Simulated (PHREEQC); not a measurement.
1.7 g of hydrous ferric oxide (600 m²/g; 0.2 weak and 0.005 strong sites per Fe, Dzombak-Morel constants, diffuse double layer) in 1 kg of water with 0.005 mol/kgw of an inert sodium salt and 5.7 mmol/kgw NaF, at 25 °C; the pH is set by adding NaOH or the inert anion's acid. Oxygen is held at 0.21 atm. No CO2 enters from the air. Nothing may precipitate in this run.

Model: ion-association model, wateq4f.dat, run in PHREEQC.

```json
[
 {"pH": "3", "F sorbed (%)": "53.3", "surface charge σ (C/m²)": "0.079", "surface potential ψ (mV)": "129"},
 {"pH": "3.5", "F sorbed (%)": "54.9", "surface charge σ (C/m²)": "0.065", "surface potential ψ (mV)": "121"},
 {"pH": "4", "F sorbed (%)": "54.6", "surface charge σ (C/m²)": "0.055", "surface potential ψ (mV)": "113"},
 {"pH": "4.5", "F sorbed (%)": "52.3", "surface charge σ (C/m²)": "0.046", "surface potential ψ (mV)": "104"},
 {"pH": "5.5", "F sorbed (%)": "42.6", "surface charge σ (C/m²)": "0.026", "surface potential ψ (mV)": "78"},
 {"pH": "6", "F sorbed (%)": "35.8", "surface charge σ (C/m²)": "0.019", "surface potential ψ (mV)": "63"},
 {"pH": "6.5", "F sorbed (%)": "28.3", "surface charge σ (C/m²)": "0.013", "surface potential ψ (mV)": "47"},
 {"pH": "7", "F sorbed (%)": "20.7", "surface charge σ (C/m²)": "0.008", "surface potential ψ (mV)": "30"},
 {"pH": "7.5", "F sorbed (%)": "13.7", "surface charge σ (C/m²)": "0.003", "surface potential ψ (mV)": "13"},
 {"pH": "8", "F sorbed (%)": "7.8", "surface charge σ (C/m²)": "-0.001", "surface potential ψ (mV)": "-5"},
 {"pH": "8.5", "F sorbed (%)": "3.7", "surface charge σ (C/m²)": "-0.007", "surface potential ψ (mV)": "-27"},
 {"pH": "9.5", "F sorbed (%)": "0.6", "surface charge σ (C/m²)": "-0.025", "surface potential ψ (mV)": "-76"},
 {"pH": "10", "F sorbed (%)": "0.2", "surface charge σ (C/m²)": "-0.042", "surface potential ψ (mV)": "-100"},
 {"pH": "10.5", "F sorbed (%)": "0.1", "surface charge σ (C/m²)": "-0.067", "surface potential ψ (mV)": "-122"},
 {"pH": "11", "F sorbed (%)": "0.0", "surface charge σ (C/m²)": "-0.103", "surface potential ψ (mV)": "-142"}
]
```

Complexes and solids missing from the database can't appear. The oxide is taken as insoluble; below pH 4 it would dissolve.
